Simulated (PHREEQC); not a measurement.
0.59 g of hydrous ferric oxide (600 m²/g; 0.2 weak and 0.005 strong sites per Fe, Dzombak-Morel constants, diffuse double layer) in 1 kg of water with 0.005 mol/kgw of an inert sodium salt and 0.00026 mol SrCl2, at 25 °C; the pH is set by adding NaOH or the inert anion's acid. Oxygen alone is held at its pressure in air (log pO2 = -0.68). CO2 from the air is kept out. Nothing may precipitate in this run.

All values are PHREEQC results (ion-association model, wateq4f.dat), not measurements.

```json
[
 {"pH": "3", "Sr sorbed (%)": "0.0", "surface charge σ (C/m²)": "0.310", "surface potential ψ (mV)": "212"},
 {"pH": "3.5", "Sr sorbed (%)": "0.0", "surface charge σ (C/m²)": "0.252", "surface potential ψ (mV)": "204"},
 {"pH": "4", "Sr sorbed (%)": "0.0", "surface charge σ (C/m²)": "0.192", "surface potential ψ (mV)": "191"},
 {"pH": "4.5", "Sr sorbed (%)": "0.0", "surface charge σ (C/m²)": "0.138", "surface potential ψ (mV)": "175"},
 {"pH": "5", "Sr sorbed (%)": "0.0", "surface charge σ (C/m²)": "0.096", "surface potential ψ (mV)": "157"},
 {"pH": "5.5", "Sr sorbed (%)": "0.0", "surface charge σ (C/m²)": "0.063", "surface potential ψ (mV)": "___"},
 {"pH": "6", "Sr sorbed (%)": "0.0", "surface charge σ (C/m²)": "___", "surface potential ψ (mV)": "___"},
 {"pH": "6.5", "Sr sorbed (%)": "0.2", "surface charge σ (C/m²)": "0.024", "surface potential ψ (mV)": "88"},
 {"pH": "7", "Sr sorbed (%)": "1.3", "surface charge σ (C/m²)": "0.014", "surface potential ψ (mV)": "62"},
 {"pH": "7.5", "Sr sorbed (%)": "___", "surface charge σ (C/m²)": "___", "surface potential ψ (mV)": "36"},
 {"pH": "8", "Sr sorbed (%)": "11.9", "surface charge σ (C/m²)": "0.002", "surface potential ψ (mV)": "11"},
 {"pH": "8.5", "Sr sorbed (%)": "20.9", "surface charge σ (C/m²)": "-0.003", "surface potential ψ (mV)": "-15"},
 {"pH": "9", "Sr sorbed (%)": "49.1", "surface charge σ (C/m²)": "-0.007", "surface potential ψ (mV)": "-36"}
]
```

Problem. Fill in the missing entries.

Solution. 
- 5.5, surface potential ψ (mV): 136
- 6, surface charge σ (C/m²): 0.040
- 6, surface potential ψ (mV): 113
- 7.5, Sr sorbed (%): 5.9
- 7.5, surface charge σ (C/m²): 0.007

Species that the database lacks are ignored. The oxide is taken as insoluble; below pH 4 it would dissolve.
